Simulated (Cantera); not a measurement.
An adiabatic, constant-volume homogeneous reactor starts with CH4 : O2 : N2 = 1 : 2.04 : 7.67 (molar parts), at 1325 K and 5330 Torr. Integrator tolerance rtol = 1e-08.

Detailed kinetics in Cantera: GRI-Mech 3.0 (53 species, 325 reactions). Above 3000 K some thermodynamic fits are extrapolated.

Task: What does this change do: pressure from 5330 Torr to 750 Torr?

Result: 
```
quantity                                                            before                                    after
---------------------------------  ---------------------------------------  ---------------------------------------
time of steepest temperature rise                                  1.46 ms                                  8.04 ms
temperature at 0.900 s                                              3006 K                                   2849 K
equilibrium temperature                                             3006 K                                   2849 K
x(CH4) at 0.900 s                    <1e-12 (gas-phase equilibrium <1e-12)    <1e-12 (gas-phase equilibrium <1e-12)
x(O2) at 0.900 s                     0.0167 (gas-phase equilibrium 0.0167)    0.0210 (gas-phase equilibrium 0.0210)
x(CO2) at 0.900 s                    0.0547 (gas-phase equilibrium 0.0547)    0.0480 (gas-phase equilibrium 0.0480)
x(HCN) at 0.900 s                  1.03e-8 (gas-phase equilibrium 1.03e-8)  2.55e-9 (gas-phase equilibrium 2.55e-9)
x(O) at 0.900 s                    0.00368 (gas-phase equilibrium 0.00368)  0.00637 (gas-phase equilibrium 0.00637)
```
